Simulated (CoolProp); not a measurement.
Vapour-liquid equilibrium of R152A (1) + isobutane (2) at 315.9 K; x and y are mole fractions of (1).

Computed with CoolProp (multi-fluid Helmholtz-energy mixture model, Outcalt 1996 and Bücker 2006; pair parameters Bell 2016).

Task: Give the bubble pressure and the first vapour's composition at x = 0.05, 0.5, 0.95. Is there an azeotrope?

Result: x = 0.05: 0.6532 MPa, y = 0.149; x = 0.5: 1.022 MPa, y = 0.616; x = 0.95: 1.016 MPa, y = 0.925. y crosses x between x = 0.725 and 0.8: the model has an azeotrope there.

The pair parameters rest on a limited set of measurements; away from them the model extrapolates.
